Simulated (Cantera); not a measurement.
A perfectly stirred reactor is fed with H2 : O2 = 0.0063 : 1 (molar parts), equivalence ratio 0.0032, at 12.0 Torr; it is held at 1325 K, and followed from long to short residence time.

Model: the H2/O2 subset of GRI-Mech 3.0, which has no nitrogen chemistry, integrated in Cantera. Radical loss at walls, strong at low pressure, is not modelled.

Question: What does this change do: temperature 1325 to 1400 K?

Answer: 
```tsv
quantity	before	after
x(H2) at τ = 7.50 s	6.12e-6	5.16e-6
x(O2) at τ = 7.50 s	0.993	0.993
x(H) at τ = 7.50 s	5.58e-6	6.40e-6
x(OH) at τ = 7.50 s	0.000251	0.000328
x(H2O2) at τ = 7.50 s	4.33e-9	2.93e-9
x(H2) at τ = 67.0 ms	0.000111	8.85e-5
x(O2) at τ = 67.0 ms	0.989	0.988
x(H) at τ = 67.0 ms	0.000117	0.000103
x(OH) at τ = 67.0 ms	0.000741	0.000861
x(H2O2) at τ = 67.0 ms	1.15e-8	7.75e-9
```
